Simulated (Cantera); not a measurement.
A closed system holds: 1 mol Si₃N₄, a varied amount of HCl, 1.6 mol H₂, held at 0.420 bar.

Points: T (K) = 1473, 1523, 1573, 1623, 1673, 1723, 1773, 1823, 1873, 1923, 1973; n(HCl) (mol) = 1.4, 2.1, 3.1, 4.8, 7.2, 11, 17.

Cantera's Mixture.equilibrate('TP', solver="vcs", rtol=1e-11, max_steps=5000) on the NASA tables stopped like this:

```
ERROR: FAILURE its = 5001!

*******************************************************************************
CanteraError thrown by MultiPhase::equilibrate:
VCS solver failed. Return code: -1
*******************************************************************************
```

**Question.** What got this run through?

**Answer.** Several could match; the one computed here: The failure is numerical, not chemical. The same input converged with solver="gibbs", rtol=1e-10, max_steps=50000, and the result passed a check of the equilibrium conditions:
```
   1473        1.4  Si3N4(a)
   1473        2.1  Si3N4(a)
   1473        3.1  Si3N4(a)
   1473        4.8  Si3N4(a)
   1473        7.2  Si3N4(a)
   1473         11  Si3N4(a)
   1473         17  Si3N4(a)
   1523        1.4  Si3N4(a)
   1523        2.1  Si3N4(a)
   1523        3.1  Si3N4(a)
   1523        4.8  Si3N4(a)
   1523        7.2  Si3N4(a)
   1523         11  Si3N4(a)
   1523         17  Si3N4(a)
   1573        1.4  Si3N4(a)
   1573        2.1  Si3N4(a)
   1573        3.1  Si3N4(a)
   1573        4.8  Si3N4(a)
   1573        7.2  Si3N4(a)
   1573         11  Si3N4(a)
   1573         17  Si3N4(a)
   1623        1.4  Si3N4(a)
   1623        2.1  Si3N4(a)
   1623        3.1  Si3N4(a)
   1623        4.8  Si3N4(a)
   1623        7.2  Si3N4(a)
   1623         11  Si3N4(a)
   1623         17  gas only
   1673        1.4  Si3N4(a)
   1673        2.1  Si3N4(a)
   1673        3.1  Si3N4(a)
   1673        4.8  Si3N4(a)
   1673        7.2  Si3N4(a)
   1673         11  Si3N4(a)
   1673         17  gas only
   1723        1.4  Si3N4(a)
   1723        2.1  Si3N4(a)
   1723        3.1  Si3N4(a)
   1723        4.8  Si3N4(a)
   1723        7.2  Si3N4(a)
   1723         11  Si3N4(a)
   1723         17  gas only
   1773        1.4  Si3N4(a)
   1773        2.1  Si3N4(a)
   1773        3.1  Si3N4(a)
   1773        4.8  Si3N4(a)
   1773        7.2  Si3N4(a)
   1773         11  gas only
   1773         17  gas only
   1823        1.4  Si3N4(a)
   1823        2.1  Si3N4(a)
   1823        3.1  Si3N4(a)
   1823        4.8  Si3N4(a)
   1823        7.2  Si3N4(a)
   1823         11  gas only
   1823         17  gas only
   1873        1.4  Si3N4(a)
   1873        2.1  Si3N4(a)
   1873        3.1  Si3N4(a)
   1873        4.8  Si3N4(a)
   1873        7.2  Si3N4(a)
   1873         11  gas only
   1873         17  gas only
   1923        1.4  Si(L) + Si3N4(a)
   1923        2.1  Si(L) + Si3N4(a)
   1923        3.1  Si(L) + Si3N4(a)
   1923        4.8  Si3N4(a)
   1923        7.2  Si3N4(a)
   1923         11  gas only
   1923         17  gas only
   1973        1.4  Si(L) + Si3N4(a)
   1973        2.1  Si(L) + Si3N4(a)
   1973        3.1  Si(L) + Si3N4(a)
   1973        4.8  Si(L)
   1973        7.2  Si(L)
   1973         11  gas only
   1973         17  gas only
```

The gas is ideal and each condensed phase is pure. Mutual solubility and eutectic melting of coexisting phases are not modelled. The tables' values for SiCl3 are old estimates.
